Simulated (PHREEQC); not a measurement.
# Alkaline etch or developer

Solution (8 °C): 2.3e-05 mol NaOH and 5.7e-05 mol K2SiO3 per kg of water. Closed to the air; pH follows from the charge balance.

Computed with PHREEQC (ion-association model, wateq4f.dat).

No solid was allowed to form.

Q: Estimate the pH, ionic strength.

A: pH 10.58; ionic strength 0.000137 mol/kgw.

Q: In which forms is Si present?

A: H3SiO4- 75 %, H4SiO4 25 % of the Si.

Species that the database lacks are ignored. Constants without temperature data keep their 25 °C values here.
